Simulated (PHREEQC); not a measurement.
Make-up at 25 °C: 0.0049 mol HF, 0.01 mol NH4F and 0.0036 mol (NH4)2SiF6 per kg of water. Closed to the air; pH follows from the charge balance.

Computed with PHREEQC (ion-association model, phreeqc.dat).

| quantity | before | after |
|---|---|---|
| pH | 3.48 | 4.16 |
| ionic strength (mol/kgw) | 0.0212 | 0.0609 |
| HF (mol/kgw) | 0.00436 | 0.00405 |
| HF2- (mol/kgw) | 0.000171 | 0.000766 |
| H4SiO4 (mol/kgw) | 2.41e-7 | 1.17e-8 |
| SI of Quartz (SiO2) | -2.63 | -3.94 |

Question: What was changed between the two runs?
A. HF from 0.0049 to 0.00539 mol/kgw
B. NH4F from 0.01 to 0.05 mol/kgw
C. temperature from 25 to 20 °C
D. temperature from 25 to 65 °C
E. NH4F replaced by NH4Br at the same molality

Answer: B, NH4F from 0.01 to 0.05 mol/kgw

This is a speciation only: nothing precipitates in the calculation. SiF6-2 is the database's only silicon fluoride.
